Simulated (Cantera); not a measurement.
A Cantera script and what it prints.

```python
import numpy as np
import cantera as ct

gas_names = """
    Fe FeO Fe(OH)2 H HNO HNO2 HNO3 HO2 H2 H2O H2O2 N NH NH2 NH3 NH2OH NO NO2 NO3 N2 N2H2 N2H4 N2O O OH
    O2 O3
""".split()
cond_names = """
    Fe(a) Fe(c) Fe(d) Fe(L) FeO(s) FeO(L) Fe(OH)2(s) Fe(OH)3(s) Fe2O3(s) Fe3O4(s) H2O(s) H2O(L)
""".split()


# ... load() reads the species with a 1 bar reference pressure and builds the phases ...
atoms = {
    'Fe3O4': {'Fe': 3, 'O': 4},
    'H2': {'H': 2},
    'N2': {'N': 2},
}
top_T = {'Fe2O3(s)': 1830, 'Fe3O4(s)': 1870}  # K; cautious upper limits of use, not melting points


# ... equilibrate(T, P, feed) seeds the gas with the atoms and calls Mixture.equilibrate('TP', solver="vcs", rtol=1e-11, max_steps=5000) ...
results = []
feed = {'Fe3O4': 1, 'H2': 14, 'N2': 14}  # mol
P = 71  # Pa
for T in [1500, 1550, 1600, 1650, 1700, 1750, 1800]:
    mix = equilibrate(T, P, feed)
    results.append((T, P, feed, dict(zip(mix.species_names, mix.species_moles))))
    x = sorted(zip(gas.X, gas.species_names), reverse=True)
    print(f"T = {T:g} K  P = {P:g} Pa  gas = {mix.phase_moles(0):.4g} mol")
    print("   x: " + "  ".join(f"{s} {v:.3e}" for v, s in x if v > 0.0001))
    print("   condensed (mol): " + ("  ".join(f"{mix.phase(i).name} {mix.phase_moles(i):.4g}"
          for i in range(1, mix.n_phases) if mix.phase_moles(i) > 1e-12) or "none"))
```

It prints:

```
T = 1500 K  P = 71 Pa  gas = 28.01 mol
   x: N2 4.998e-01  H2 3.568e-01  H2O 1.428e-01  H 3.946e-04  Fe 2.113e-04
   condensed (mol): Fe(c) 2.994
T = 1550 K  P = 71 Pa  gas = 28.03 mol
   x: N2 4.995e-01  H2 3.565e-01  H2O 1.427e-01  H 7.057e-04  Fe 5.903e-04
   condensed (mol): Fe(c) 2.983
T = 1600 K  P = 71 Pa  gas = 28.06 mol
   x: N2 4.989e-01  H2 3.558e-01  H2O 1.425e-01  Fe 1.544e-03  H 1.217e-03
   condensed (mol): Fe(c) 2.956
T = 1650 K  P = 71 Pa  gas = 28.14 mol
   x: N2 4.976e-01  H2 3.544e-01  H2O 1.421e-01  Fe 3.805e-03  H 2.030e-03
   condensed (mol): Fe(c) 2.892
T = 1700 K  P = 71 Pa  gas = 28.3 mol
   x: N2 4.947e-01  H2 3.518e-01  H2O 1.412e-01  Fe 8.863e-03  H 3.280e-03
   condensed (mol): Fe(d) 2.748
T = 1750 K  P = 71 Pa  gas = 28.64 mol
   x: N2 4.888e-01  H2 3.468e-01  H2O 1.394e-01  Fe 1.963e-02  H 5.140e-03  OH 1.212e-04
   condensed (mol): Fe(d) 2.435
T = 1800 K  P = 71 Pa  gas = 29.34 mol
   x: N2 4.771e-01  H2 3.372e-01  H2O 1.359e-01  Fe 4.150e-02  H 7.803e-03  OH 2.076e-04  FeO 1.953e-04
   condensed (mol): Fe(d) 1.776
```

These are equilibrium values from Cantera (NASA tables, ideal gas, pure condensed phases), not measurements of a reactor.
